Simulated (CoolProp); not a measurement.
The numbers come from the reference Helmholtz-energy equation of state, Lemmon 2006 in CoolProp. It is a short technical equation, of lower accuracy than the large ones.

**Question.** For n-decane, give the phase and the cp (kJ/(kg K)), expansivity (1/kK), viscosity (µPa s), Prandtl number at 77.55 °C and 0.912 MPa.

**Answer.** 
- 77.55 °C and 0.912 MPa: liquid; cp 2.40, expansivity 1.15, viscosity 455, Prandtl number 9.35

Viscosity comes from a separate model (Huber 2004). Thermal conductivity comes from a separate model (Huber 2005).
